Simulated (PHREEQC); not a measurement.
Consider water at 60 °C with 0.065 mol Na2HAsO4, 0.11 mol Cs2SO4 and 0.0025 mol Ca(NO3)2 per kg of water. Closed to the air; pH follows from the charge balance.

The numbers come from PHREEQC with the ion-association model, wateq4f.dat.

```
quantity                          before     after
-------------------------------  -------  --------
pH                                  8.61      8.62
ionic strength (mol/kgw)           0.502     0.260
Na+ (mol/kgw)                      0.117     0.127
SO4-2 (mol/kgw)                   0.0957    0.0180
NaSO4- (mol/kgw)                  0.0131   0.00340
CaSO4 (mol/kgw)                  0.00126  0.000587
SI of Gypsum (CaSO4:2H2O)          -0.63     -0.98
SI of Mirabilite (Na2SO4:10H2O)    -4.32     -4.81
```

Question: Name the change that produced these shifts.
(A) 0.09 mol/kgw Na2CO3 added
(B) Ca(NO3)2 replaced by CaBr2 at the same molality
(C) temperature from 60 to 15 °C
(D) Cs2SO4 from 0.11 to 0.022 mol/kgw
(E) 0.12 mol/kgw NaCl added

Answer: D, Cs2SO4 from 0.11 to 0.022 mol/kgw

This is a speciation only: nothing precipitates in the calculation. Away from 25 °C the constants follow the database's enthalpies or fits; those with neither stay at their 25 °C values. The database has no arsenate complexes of Ca.
